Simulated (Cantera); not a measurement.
Input: 1 mol Ti, 0.086 mol O2, 2.5 mol H2, at 777 °C and 1330 Pa.

Equilibrium computed with Cantera from the NASA thermochemical tables; the gas is ideal and each condensed phase is pure. Candidate condensed phases: H2O, Ti, TiO, TiO2, Ti2O3, Ti3O5, Ti4O7; 12 gas species. Mutual solubility and eutectic melting of coexisting phases are not modelled. TiO: taken at fixed stoichiometry. Condensed phases not in the tables: N, O or C dissolved in the metal. Kinetics and transport are ignored.

Base state: H2 1.00 (mole fractions); condensed: Ti(α) + TiO(s).

Q: What changes in the equilibrium state with this change: temperature from 777 °C to 1702 °C?

A: 
```csv
species,before,after
H2,1.00,0.988
H,7.02e-8,0.0118
Ti,<1e-9,0.000534
TiO,<1e-9,3.48e-5
"Ti(α), mol",0.828,0
"TiO(s), mol",0.172,0.172
"Ti(l), mol",0,0.827
```
